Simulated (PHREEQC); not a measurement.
A column of 0.1 m (40 cells, dispersivity 0.0035 m, 300 s a shift, diffusion coefficient 3e-10 m²/s) holds 0.11 eq of the database's cation exchanger X per kg of pore water, first in equilibrium with 0.0038 mol NH4Cl and 1e-05 mol HCl per kg of water. It is flushed with 0.064 mol NaCl, 0.0025 mol PbCl2 and 1e-05 mol HCl per kg of water, at 15 °C. Values are for the last cell. The system is closed to CO2. Nothing may precipitate in this run.

Model: ion-association model, phreeqc.dat, run in PHREEQC.

| pore volumes | Na in solution (mol/kgw) | Cl in solution (mol/kgw) | NH4 in solution (mol/kgw) |
|---|---|---|---|
| 0 | 0 | 0.00381 | 0.00380 |
| 0.6125 | 1.01e-10 | [?] | 0.00642 |
| 1.212 | 0.0102 | 0.0563 | 0.0461 |
| 1.812 | 0.0331 | [?] | 0.0354 |
| 2.413 | 0.0446 | 0.0690 | 0.0244 |
| 3.013 | 0.0513 | 0.0690 | [?] |
| 3.612 | 0.0557 | 0.0690 | 0.0133 |
| 4.213 | [?] | 0.0690 | 0.0102 |
| 4.812 | 0.0611 | 0.0690 | 0.00793 |
| 5.412 | 0.0628 | 0.0690 | 0.00617 |
| 6.013 | 0.0642 | 0.0690 | 0.00479 |

**Question.** Fill in the missing entries.

**Answer.** 
- 0.6125, Cl in solution (mol/kgw): 0.00643
- 1.812, Cl in solution (mol/kgw): 0.0685
- 3.013, NH4 in solution (mol/kgw): 0.0177
- 4.213, Na in solution (mol/kgw): 0.0588

Species that the database lacks are ignored.
